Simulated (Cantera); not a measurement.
A perfectly stirred reactor is fed with CH4 : H2O = 1 : 4 (molar parts), at 1.00 bar; it is held at 1700 K, and followed from long to short residence time.

Computed with Cantera and GRI-Mech 3.0 (53 species, 325 reactions).

One state of this run: x CH4 = 0.136; x H2O = 0.755; x C2H = 3.86e-8; x CH2CO = 4.51e-5; x H2 = 0.0799; x CH2 = 3.14e-7. x: mole fraction; the columns are a selection and need not sum to one.

Q: Which value of τ (s) does it belong to?
(A) 0.0014
(B) 0.0041
(C) 0.84
(D) 0.00049

A: B, 0.0041
